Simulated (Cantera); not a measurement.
An isothermal plug-flow reactor at 725 K and 5.00 bar (inlet), inlet velocity 0.39 m/s, active area per volume 8000 1/m; feed CO : O₂ : N₂ = 0.019 : 0.011 : 0.79 (molar parts).

Cantera simulation using Deutschmann's 1995 Pt surface mechanism with GRI-Mech 3.0 gas chemistry; the numbers are that mechanism's predictions, not measurements. Catalytic surfaces can have several steady states; this one follows from the mechanism file's or the stated starting coverage. Mass transfer to the wall is taken as infinitely fast.

Problem. What does this change do: area per volume 8000 to 6700 1/m?

Solution. 
| quantity | before | after |
|---|---|---|
| x(CO) at z = 0.008 m | 0.00571 | 0.00905 |
| x(O₂) at z = 0.008 m | 0.00470 | 0.00637 |
| x(H₂O) at z = 0.008 m | <1e-12 | <1e-12 |
| x(CO₂) at z = 0.008 m | 0.0177 | 0.0143 |
| θ(free Pt) at the exit | 0.0404 | 0.0321 |
| θ(O*) at the exit | 0.00160 | 0.00136 |
| θ(CO*) at the exit | 0.958 | 0.967 |

Problem. What does this change do: area per volume 8000 to 9400 1/m?

Solution. 
| quantity | before | after |
|---|---|---|
| x(CO) at z = 0.008 m | 0.00571 | 2.84e-5 |
| x(O₂) at z = 0.008 m | 0.00470 | 0.00186 |
| x(H₂O) at z = 0.008 m | <1e-12 | <1e-12 |
| x(CO₂) at z = 0.008 m | 0.0177 | 0.0234 |
| θ(free Pt) at the exit | 0.0404 | 0.0392 |
| θ(O*) at the exit | 0.00160 | 0.961 |
